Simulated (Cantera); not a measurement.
Input (Python, Cantera) and output of one run.

```python
import numpy as np
import cantera as ct

gas_names = """
    CL CL2 H HCL H2 N NH NH2 NH3 N2 N2H2 N2H4 Si SiCL SiCL2 SiCL3 SiCL4 SiH SiHCL3 SiH2 SiH2CL2 SiH3
    SiH3CL SiH4 SiN Si2 Si2N Si3
""".split()
cond_names = """
    NH4CL(a) NH4CL(b) Si(cr) Si(L) Si3N4(a)
""".split()


def load(file, names, dense=False):
    # The tables refer to 1 bar. Condensed volumes are neglected.
    table = {s.name: s for s in ct.Species.list_from_file(file)}
    out = []
    for n in names:
        d = dict(table[n].input_data)
        d["thermo"] = dict(d["thermo"], **{"reference-pressure": 1e5})
        if dense:
            d["equation-of-state"] = {"model": "constant-volume", "density": "1e6 g/cm^3"}
        out.append(ct.Species.from_dict(d))
    return out


gas = ct.Solution(thermo="ideal-gas", species=load("nasa_gas.yaml", gas_names))
cond = {s.name: ct.Solution(thermo="fixed-stoichiometry", species=[s], name=s.name)
        for s in load("nasa_condensed.yaml", cond_names, dense=True)}
atoms = {
    'SiHCl3': {'Si': 1, 'H': 1, 'CL': 3},
    'N2': {'N': 2},
}
top_T = {'Si3N4(a)': 2400}  # K; cautious upper limits of use, not melting points


def equilibrate(T, P, feed):
    n = {}
    for name, mol in feed.items():
        for a, k in atoms[name].items():
            n[a] = n.get(a, 0.0) + k * mol
    gas.TPX = T, P, n
    mass = sum(n.values()) * gas.mean_molecular_weight
    gas.equilibrate("TP")
    valid = [c for c in cond.values() if c.min_temp <= T <= top_T.get(c.name, c.max_temp)]
    mix = ct.Mixture([(gas, mass / gas.mean_molecular_weight)] + [(c, 0.0) for c in valid])
    mix.T, mix.P = T, P
    mix.equilibrate("TP", solver="vcs", rtol=1e-11, max_steps=5000)
    return mix


results = []
feed = {'SiHCl3': 1, 'N2': 17}  # mol
T = 1023  # K
P = 10000  # Pa
mix = equilibrate(T, P, feed)
results.append((T, P, feed, dict(zip(mix.species_names, mix.species_moles))))
x = sorted(zip(gas.X, gas.species_names), reverse=True)
print(f"T = {T:g} K  P = {P:g} Pa  gas = {mix.phase_moles(0):.4g} mol")
print("   x: " + "  ".join(f"{s} {v:.3e}" for v, s in x if v > 1e-05))
print("   condensed (mol): " + ("  ".join(f"{mix.phase(i).name} {mix.phase_moles(i):.4g}"
      for i in range(1, mix.n_phases) if mix.phase_moles(i) > 1e-12) or "none"))
```

Result:

```
T = 1023 K  P = 10000 Pa  gas = 18.15 mol
   x: N2 9.196e-01  HCL 4.604e-02  SiCL4 2.977e-02  H2 4.512e-03  SiCL3 2.699e-05  SiHCL3 2.469e-05
   condensed (mol): Si3N4(a) 0.1529
```

Method: chemical equilibrium by Gibbs-energy minimisation in Cantera with the NASA 1993 tables (ideal gas, pure condensed phases). N2 is the only nitrogen source here; it is nearly inert below about 1500 K, so the nitride shown seldom forms there in practice. The tables' values for SiCl3 are old estimates; treat these amounts as uncertain.
